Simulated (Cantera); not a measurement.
Feed: 1 mol PbO, 0.021 mol O₂, 1 mol H₂, 0.12 mol CO, held at 500 °C and 10.0 Torr.

Method: chemical equilibrium by Gibbs-energy minimisation in Cantera with the NASA 1993 tables (ideal gas, pure condensed phases). Candidate condensed phases: C, C₆H₆, C₇H₈, C₈H₁₈, H₂O, Pb, PbO, PbO₂, Pb₃O₄; 113 gas species. Rates play no part.

Base state: H₂O 0.825, CO₂ 0.105, H₂ 0.0679, CO 0.00170 (mole fractions); condensed: Pb(l).

Question: What changes in the equilibrium state with this change: temperature from 500 °C to 1250 °C?

Answer: 
| species | before | after |
|---|---|---|
| Pb | 1.74e-6 | 0.469 |
| H₂O | 0.825 | 0.441 |
| CO₂ | 0.105 | 0.0477 |
| H₂ | 0.0679 | 0.0308 |
| PbO | <1e-9 | 0.00298 |
| Pb₂ | <1e-9 | 4.64e-5 |
| H | <1e-9 | 3.51e-5 |
| OH | <1e-9 | 1.55e-5 |
| CO | 0.00170 | 0.00894 |
| Pb(l), mol | 1.000 | 0 |
